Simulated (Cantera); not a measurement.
Feed: 1 mol SiH₂Cl₂, 21 mol N₂, at 1073.15 K and 5.70 mbar.

Method: chemical equilibrium by Gibbs-energy minimisation in Cantera with the NASA 1993 tables (ideal gas, pure condensed phases). Candidate condensed phases: NH₄Cl, Si, Si₃N₄; 28 gas species. N₂ is the only nitrogen source here; it is nearly inert below about 1500 K, so the nitride shown seldom forms there in practice. The tables' values for SiCl₃ are old estimates; treat these amounts as uncertain. The numbers say what is thermodynamically allowed, not how fast it happens.

Base state: N₂ 0.916, HCl 0.0660, H₂ 0.0119, SiCl₄ 0.00587, SiCl₃ 6.56e-5, SiHCl₃ 1.29e-5, SiCl₂ 1.17e-5 (mole fractions); condensed: Si₃N₄(s).

**Question.** What changes in the equilibrium state with this change: temperature from 1073.15 K to 1923 K?

**Answer.** 
```
species         before    after
-------------  -------  -------
N₂               0.916    0.908
H₂              0.0119   0.0322
SiCl₂          1.17e-5   0.0321
HCl             0.0660   0.0198
Si               <1e-9  0.00298
SiCl             <1e-9  0.00109
H              2.03e-8  0.00224
Si₂N             <1e-9  9.54e-5
Si₃N₄(s), mol    0.289        0
Si(l), mol           0    0.153
```
The tables' values for SiCl, SiCl₃, SiN are old estimates; treat these amounts as uncertain.
